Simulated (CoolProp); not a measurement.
A Linde-Hampson liquefier for dry air: isothermal reversible compression at 280 K from 1 atm to 30 MPa, throttling to 1 atm, return gas leaving the recuperator 10 K below the feed. Each further row changes one setting.

The numbers come from the reference Helmholtz-energy equation of state, Lemmon 2000 in CoolProp. It is a pseudo-pure fit of the blend.

```csv
case,liquid yield per pass,compression work (kJ/kg of gas)
as stated,…,455
high pressure 60 MPa,…,…
warm-end temperature 310 K,0.068,…
warm-end gap 15 K,…,455
```

Problem. Complete the blanks.

Solution. 
- as stated, liquid yield per pass: 0.099
- high pressure 60 MPa, liquid yield per pass: 0.098
- high pressure 60 MPa, compression work (kJ/kg of gas): 525
- warm-end temperature 310 K, compression work (kJ/kg of gas): 509
- warm-end gap 15 K, liquid yield per pass: 0.087
